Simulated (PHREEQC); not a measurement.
A solution holds 0.01 mol HBr and 0.0024 mol MgCl2 per kg of water, at 25 °C. Closed to the air; pH follows from the charge balance.

Model: ion-association model, phreeqc.dat, run in PHREEQC.

This is a speciation only: nothing precipitates in the calculation.

### Question
Estimate the pH, specific conductance.

### Answer
pH 2.05; specific conductance 4430 µS/cm.
